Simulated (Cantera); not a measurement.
# Equilibrium for sublimation and decomposition of ceramics: SiC + Si + H₂

Charge: 1 mol SiC, 0.11 mol Si, 0.06 mol H₂, at 2.03 Torr.

Method: chemical equilibrium by Gibbs-energy minimisation in Cantera with the NASA 1993 tables (ideal gas, pure condensed phases). Candidate condensed phases: C, C₆H₆, C₇H₈, C₈H₁₈, Si, SiC; 87 gas species. Mutual solubility and eutectic melting of coexisting phases are not modelled. Gases not in the tables: Si₂H₆ and higher silanes. Equilibrium is a limit: real reactors are often held back by kinetics, nucleation or transport.

From 1602 °C to 2052 °C the condensed part is Si(l) + SiC(s). The main Si-bearing gas is Si throughout. The share of Si in condensed phases is highest at 1602 °C (100.0 %) and lowest at 2052 °C (93.6 %).

| T (°C) | x H₂ | x Si | x H | x Si₂C | x Si₂ | x SiH | x Si₃ | n Si(l) | n SiC(s) |
|---|---|---|---|---|---|---|---|---|---|
| 1602 | 0.984 | 0.00335 | 0.0125 | 5.22e-5 | 2.52e-5 | 0.000160 | 5.75e-6 | 0.110 | 1.000 |
| 1677 | 0.969 | 0.00882 | 0.0217 | 0.000195 | 8.08e-5 | 0.000345 | 1.78e-5 | 0.109 | 1.000 |
| 1752 | 0.941 | 0.0216 | 0.0359 | 0.000656 | 0.000237 | 0.000696 | 5.02e-5 | 0.109 | 1.000 |
| 1827 | 0.890 | 0.0494 | 0.0566 | 0.00202 | 0.000644 | 0.00131 | 0.000132 | 0.106 | 1.000 |
| 1902 | 0.799 | 0.107 | 0.0840 | 0.00575 | 0.00163 | 0.00231 | 0.000322 | 0.102 | 1.000 |
| 1977 | 0.642 | 0.219 | 0.115 | 0.0152 | 0.00387 | 0.00367 | 0.000739 | 0.0888 | 0.999 |
| 2052 | 0.385 | 0.430 | 0.131 | 0.0377 | 0.00866 | 0.00486 | 0.00160 | 0.0447 | 0.995 |
x: gas mole fraction; n: condensed amount in mol.
